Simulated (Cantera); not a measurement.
A Cantera script and what it prints.

```python
import numpy as np
import cantera as ct

gas_names = """
    H H2 N NH NH2 NH3 N2 N2H2 N2H4 Si SiH SiH2 SiH3 SiH4 SiN Si2 Si2N Si3
""".split()
cond_names = """
    Si(cr) Si(L) Si3N4(a)
""".split()


# ... load() reads the species with a 1 bar reference pressure and builds the phases ...
atoms = {
    'SiH4': {'Si': 1, 'H': 4},
    'N2': {'N': 2},
    'H2': {'H': 2},
}
top_T = {'Si3N4(a)': 2400}  # K; cautious upper limits of use, not melting points


# ... equilibrate(T, P, feed) seeds the gas with the atoms and calls Mixture.equilibrate('TP', solver="vcs", rtol=1e-11, max_steps=5000) ...
results = []
feed = {'SiH4': 1, 'N2': 8.8, 'H2': 2.4}  # mol
T = 1773  # K
P = 59  # Pa
mix = equilibrate(T, P, feed)
results.append((T, P, feed, dict(zip(mix.species_names, mix.species_moles))))
print(gas.report(threshold=1e-05))
for i in range(1, mix.n_phases):
    print(f"{mix.phase(i).name:16s} {mix.phase_moles(i):12.5e} mol")
```

It prints:

```
       temperature   1773 K
          pressure   59 Pa
           density   7.7326e-05 kg/m^3
  mean mol. weight   19.32 kg/kmol
   phase of matter   gas

                          1 kg             1 kmol
                     ---------------   ---------------
          enthalpy        2.5925e+06        5.0088e+07  J
   internal energy        1.8295e+06        3.5346e+07  J
           entropy             15206        2.9379e+05  J/K
    Gibbs function       -2.4369e+07       -4.7081e+08  J
 heat capacity c_p            1795.3             34686  J/K
 heat capacity c_v            1364.9             26371  J/K

                      mass frac. Y      mole frac. X     chem. pot. / RT
                     ---------------   ---------------   ---------------
                 H        0.00034973         0.0067033           -13.827
                H2          0.034182           0.32759           -27.655
                N2           0.95975           0.66191           -34.389
                Si         0.0052483         0.0036105           -5.1794
               SiH        9.3311e-05        6.1967e-05           -19.007
               SiN        7.4645e-05        3.4262e-05           -22.374
               Si2        5.8384e-05        2.0082e-05           -10.359
              Si2N        0.00020626        5.6785e-05           -27.554
     [  +10 minor]        3.3755e-05        1.2939e-05

Si(L)             9.48379e-01 mol
Si3N4(a)          0.00000e+00 mol
```

These are equilibrium values from Cantera (NASA tables, ideal gas, pure condensed phases), not measurements of a reactor. The tables' values for SiN are old estimates; treat these amounts as uncertain.
